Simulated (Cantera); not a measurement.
NH₃ + H₂ + O₂ (abatement and gas-phase synthesis)

Charge: 1 mol NH₃, 1.1 mol H₂, 0.64 mol O₂, held at 2425 °C and 1 atm.

Equilibrium computed with Cantera from the NASA thermochemical tables; the gas is ideal and each condensed phase is pure. Candidate condensed phases: H₂O; 24 gas species. Kinetics and transport are ignored.

| Property | Value |
|---|---|
| x(H₂) | 0.404 |
| x(H₂O) | 0.393 |
| x(N₂) | 0.157 |
| x(H) | 0.0356 |
| x(OH) | 0.00886 |
| x(O) | 0.000498 |
| x(NO) | 0.000433 |
| x(O₂) | 0.000196 |
| gas amount | 3.173 mol |
